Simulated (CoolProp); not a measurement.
Vapour-liquid equilibrium of isobutene (1) + n-butane (2) at 316.8 K; x and y are mole fractions of (1).

Model: multi-fluid Helmholtz-energy mixture model, Lemmon 2005 and Bücker 2006; pair parameters Bell 2016, in CoolProp.

| x | bubble pressure, mixture model (kPa) | bubble pressure, Raoult's law (kPa) | y, mixture model | y, Raoult's law |
|---|---|---|---|---|
| 0.05 | 424.8 | 423.5 | 0.062 | 0.061 |
| 0.15 | 436.5 | 433.4 | 0.179 | 0.179 |
| 0.25 | 447.6 | 443.3 | 0.290 | 0.292 |
| 0.35 | 458.1 | 453.2 | 0.395 | 0.400 |
| 0.45 | 468.1 | 463.1 | ___ | 0.503 |
| 0.55 | 477.7 | 473.0 | 0.593 | 0.602 |
| 0.65 | 487.0 | 482.9 | 0.687 | 0.697 |
| 0.75 | 495.9 | 492.8 | ___ | 0.788 |
| 0.85 | 504.7 | 502.7 | 0.869 | 0.875 |
| 0.95 | 513.3 | 512.6 | ___ | 0.959 |

Q: Complete the blanks.

A: 
- 0.45, y, mixture model: 0.496
- 0.75, y, mixture model: 0.779
- 0.95, y, mixture model: 0.957

The largest gap from Raoult's law is +1.1 % in bubble pressure, at x = 0.35. No azeotrope shows between x = 0.05 and 0.95.

Pair parameters are fitted to limited data, so mixtures are less certain than the pure fluids.
